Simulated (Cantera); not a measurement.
Cantera run:

```python
import numpy as np
import cantera as ct

gas_names = """
    Electron C C+ C- CH CH+ CH2 CH3 CH2OH CH3O CH4 CH3OH CO CO+ CO2 CO2+ COOH C2 C2+ C2- C2H CHCO,ketyl
    C2H2,acetylene C2H2,vinylidene CH2CO,ketene C2H3,vinyl CH3CO,acetyl C2H4 C2H4O,ethylen
    CH3CHO,ethanal CH3COOH (HCOOH)2 C2H5 C2H6 CH3OCH3 C2H5OH C2O C3 C3H3,propargyl C3H4,allene
    C3H4,propyne C3H4,cyclo- C3H5,allyl C3H6,propylene C3H6,cyclo- C3H6O C3H7,n-propyl C3H7,i-propyl
    C3H8 C3H8O,1propanol C3H8O,2propanol C3O2 C4 C4H2 C4H4,1,3-cyclo- C4H6,butadiene C4H6,2-butyne
    C4H6,cyclo- C4H8,1-butene C4H8,cis2-buten C4H8,tr2-butene C4H8,isobutene C4H8,cyclo- (CH3COOH)2
    C4H9,n-butyl C4H9,i-butyl C4H9,s-butyl C4H9,t-butyl C4H10,isobutane C4H10,n-butane C5 C5H6,1,3cyclo-
    C5H8,cyclo- C5H10,1-pentene C5H10,cyclo- C5H11,pentyl C5H11,t-pentyl C5H12,n-pentane C5H12,i-pentane
    CH3C(CH3)2CH3 C6H2 C6H5,phenyl C6H5O,phenoxy C6H6 C6H5OH,phenol C6H10,cyclo- C6H12,1-hexene
    C6H12,cyclo- C6H13,n-hexyl C7H7,benzyl C7H8 C7H8O,cresol C7H14,1-heptene C7H15,n-heptyl
    C7H16,n-heptane C8H8,styrene C8H10,ethylbenz C8H16,1-octene C8H17,n-octyl C8H18,isooctane
    C8H18,n-octane C9H19,n-nonyl C10H8,naphthale C10H21,n-decyl C12H9,o-bipheny C12H10,bipheny H H+ H-
    HCO HCO+ HO2 H2 H2+ H2- HCHO,formaldehy HCOOH H2O H2O+ H2O2 H3O+ O O+ O- OH OH+ OH- O2 O2+ O2- O3
""".split()
cond_names = """
    C(gr) C6H6(L) C7H8(L) C8H18(L),n-octa H2O(s) H2O(L)
""".split()


def load(file, names, dense=False):
    # The tables refer to 1 bar. Condensed volumes are neglected.
    table = {s.name: s for s in ct.Species.list_from_file(file)}
    out = []
    for n in names:
        d = dict(table[n].input_data)
        d["thermo"] = dict(d["thermo"], **{"reference-pressure": 1e5})
        if dense:
            d["equation-of-state"] = {"model": "constant-volume", "density": "1e6 g/cm^3"}
        out.append(ct.Species.from_dict(d))
    return out


gas = ct.Solution(thermo="ideal-gas", species=load("nasa_gas.yaml", gas_names))
cond = {s.name: ct.Solution(thermo="fixed-stoichiometry", species=[s], name=s.name)
        for s in load("nasa_condensed.yaml", cond_names, dense=True)}
atoms = {
    'toluene': {'C': 7, 'H': 8},
    'CO2': {'C': 1, 'O': 2},
    'H2': {'H': 2},
}
top_T = {'C(gr)': 4500}  # K; cautious upper limits of use, not melting points


def equilibrate(T, P, feed):
    n = {}
    for name, mol in feed.items():
        for a, k in atoms[name].items():
            n[a] = n.get(a, 0.0) + k * mol
    gas.TPX = T, P, n
    mass = sum(n.values()) * gas.mean_molecular_weight
    gas.equilibrate("TP")
    valid = [c for c in cond.values() if c.min_temp <= T <= top_T.get(c.name, c.max_temp)]
    mix = ct.Mixture([(gas, mass / gas.mean_molecular_weight)] + [(c, 0.0) for c in valid])
    mix.T, mix.P = T, P
    mix.equilibrate("TP", solver="vcs", rtol=1e-11, max_steps=5000)
    return mix


results = []
feed = {'toluene': 1, 'CO2': 3.7, 'H2': 0.79}  # mol
P = 1500  # Pa
for T in [3000, 3500, 4000, 4500, 5000]:
    mix = equilibrate(T, P, feed)
    results.append((T, P, feed, dict(zip(mix.species_names, mix.species_moles))))
    x = sorted(zip(gas.X, gas.species_names), reverse=True)
    print(f"T = {T:g} K  P = {P:g} Pa  gas = {mix.phase_moles(0):.4g} mol")
    print("   x: " + "  ".join(f"{s} {v:.3e}" for v, s in x if v > 0.001))
    print("   condensed (mol): " + ("  ".join(f"{mix.phase(i).name} {mix.phase_moles(i):.4g}"
          for i in range(1, mix.n_phases) if mix.phase_moles(i) > 1e-12) or "none"))
```

Output:

```
T = 3000 K  P = 1500 Pa  gas = 15.8 mol
   x: CO 4.685e-01  H 3.987e-01  H2 9.563e-02  C3 2.080e-02  C2H2,acetylene 5.948e-03  C2H 4.262e-03  C 3.379e-03  C2 2.113e-03
   condensed (mol): C(gr) 1.825
T = 3500 K  P = 1500 Pa  gas = 18.56 mol
   x: H 4.928e-01  CO 3.988e-01  C 5.002e-02  C3 3.141e-02  C2 1.393e-02  H2 1.045e-02  C2H 2.126e-03
   condensed (mol): none
T = 4000 K  P = 1500 Pa  gas = 20 mol
   x: H 4.762e-01  CO 3.701e-01  C 1.418e-01  C2 8.059e-03  C3 2.243e-03  H2 1.339e-03
   condensed (mol): none
T = 4500 K  P = 1500 Pa  gas = 20.26 mol
   x: H 4.722e-01  CO 3.644e-01  C 1.608e-01  C2 1.335e-03
   condensed (mol): none
T = 5000 K  P = 1500 Pa  gas = 20.56 mol
   x: H 4.657e-01  CO 3.459e-01  C 1.736e-01  O 1.395e-02
   condensed (mol): none
```

Cantera equilibrium calculation (NASA polynomials, part measured and part estimated; ideal gas, pure solids and liquids).
